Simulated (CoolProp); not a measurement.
Saturated liquid density (kg/m³) of propylene: the reference equation beside estimates from Tc = 364.2 K, pc = 4.555 MPa, ω = 0.146.

The numbers come from the reference Helmholtz-energy equation of state, Lemmon 2013 in CoolProp.

```
T (K)  reference  van der Waals  Soave-Redlich-Kwong
-----  ---------  -------------  -------------------
217.7      619.7          390.8                582.4
232.4      601.5          379.7                564.6
247.1      582.5          367.9                545.1
261.8      562.5          355.2                523.6
276.4      541.3          341.6                499.9
291.1      518.2          326.5                473.3
305.8      492.6          309.7                443.0
320.4      463.7          290.6                408.3
335.1      428.6          267.8                366.2
```

Absolute difference from the reference over all 9 rows, mean and median: van der Waals 37.0 and 36.9 %, Soave-Redlich-Kwong 8.7 and 7.6 %.
